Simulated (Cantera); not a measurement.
An adiabatic, constant-volume homogeneous reactor starts with 6.76 % C3H8, 13.5 % O2, 79.7 % N2, equivalence ratio 2.5, at 1498 K and 0.217 atm.

Detailed kinetics in Cantera: GRI-Mech 3.0 (53 species, 325 reactions). GRI-Mech 3.0 was tuned for natural gas; its chemistry of propane as a main component is partial and can be far from experiment.

Q: Predict: time of steepest temperature rise; temperature at 0.100 s; equilibrium temperature; x(O2) at 0.100 s; x(O) at 0.100 s; x(N2O) at 0.100 s; x(HCO) at 0.100 s.

A: 
```json
{
 "time_of_steepest_temperature_rise": "0.337 ms",
 "temperature at 0.100 s": "2399 K",
 "equilibrium_temperature": "2399 K",
 "x(O2) at 0.100 s": "2.24e-6 (gas-phase equilibrium 2.24e-6)",
 "x(O) at 0.100 s": "1.93e-5 (gas-phase equilibrium 1.93e-5)",
 "x(N2O) at 0.100 s": "1.89e-9 (gas-phase equilibrium 1.85e-9)",
 "x(HCO) at 0.100 s": "1.08e-7 (gas-phase equilibrium 1.08e-7)"
}
```
